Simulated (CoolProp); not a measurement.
Vapour-liquid equilibrium of acetone (1) + n-heptane (2) at 654 kPa; x and y are mole fractions of (1).

Model: multi-fluid Helmholtz-energy mixture model, Lemmon 2006 and Span 2003; pair parameters Bell 2016, in CoolProp.

| x | bubble temperature, mixture model (K) | bubble temperature, Raoult's law (K) | y, mixture model | y, Raoult's law |
|---|---|---|---|---|
| 0.05 | 440.5 | 445.9 | 0.188 | 0.134 |
| 0.125 | 428.6 | 439.5 | 0.384 | 0.297 |
| 0.2 | 420.0 | 433.8 | 0.510 | 0.428 |
| 0.275 | 414.0 | 428.6 | 0.593 | 0.534 |
| 0.35 | 409.6 | 424.0 | 0.652 | 0.622 |
| 0.425 | 406.4 | 419.8 | 0.696 | 0.695 |
| 0.5 | 403.9 | 416.0 | 0.732 | 0.757 |
| 0.575 | 402.0 | 412.4 | 0.763 | 0.809 |
| 0.65 | 400.4 | 409.2 | 0.793 | 0.854 |
| 0.725 | 399.1 | 406.1 | 0.824 | 0.893 |
| 0.8 | 398.0 | 403.3 | 0.858 | 0.928 |
| 0.875 | 397.1 | 400.6 | 0.900 | 0.958 |
| 0.95 | 396.6 | 398.2 | 0.954 | 0.984 |

The largest gap from Raoult's law is -14.6 K in bubble temperature, at x = 0.275. No azeotrope shows between x = 0.05 and 0.95.

The pair parameters rest on a limited set of measurements; away from them the model extrapolates.
